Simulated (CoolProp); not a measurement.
Vapour-liquid equilibrium of R152A (1) + methanol (2) at 335.1 K; x and y are mole fractions of (1).

Values from CoolProp's multi-fluid Helmholtz-energy mixture model, Outcalt 1996 and de Reuck 1993; pair parameters Bell 2016.

```json
[
 {"x": "0.05", "bubble pressure (kPa)": "327.8", "y at the bubble point": "0.719", "dew pressure at overall composition x (kPa)": "96.56", "liquid density (mol/L)": "22.71"},
 {"x": "0.2", "bubble pressure (kPa)": "___", "y at the bubble point": "0.869", "dew pressure at overall composition x (kPa)": "114.6", "liquid density (mol/L)": "20.68"},
 {"x": "0.35", "bubble pressure (kPa)": "866.1", "y at the bubble point": "___", "dew pressure at overall composition x (kPa)": "141.0", "liquid density (mol/L)": "18.82"},
 {"x": "0.5", "bubble pressure (kPa)": "___", "y at the bubble point": "0.914", "dew pressure at overall composition x (kPa)": "183.5", "liquid density (mol/L)": "17.10"},
 {"x": "0.65", "bubble pressure (kPa)": "1117", "y at the bubble point": "___", "dew pressure at overall composition x (kPa)": "262.8", "liquid density (mol/L)": "15.51"},
 {"x": "0.8", "bubble pressure (kPa)": "1281", "y at the bubble point": "0.957", "dew pressure at overall composition x (kPa)": "462.7", "liquid density (mol/L)": "13.99"},
 {"x": "0.95", "bubble pressure (kPa)": "1489", "y at the bubble point": "0.988", "dew pressure at overall composition x (kPa)": "1232", "liquid density (mol/L)": "12.51"}
]
```

### Question
Complete the blanks.

### Answer

- 0.2, bubble pressure (kPa): 702.4
- 0.35, y at the bubble point: 0.896
- 0.5, bubble pressure (kPa): 985.6
- 0.65, y at the bubble point: 0.933

No azeotrope shows between x = 0.05 and 0.95.

Pair parameters are fitted to limited data, so mixtures are less certain than the pure fluids. The gap from Raoult's law changes sign with composition, which may be real or a fault of the pair parameters; it wasn't checked against measurements. With so large a gap from Raoult's law the liquid may split in two, which this calculation doesn't test in full.
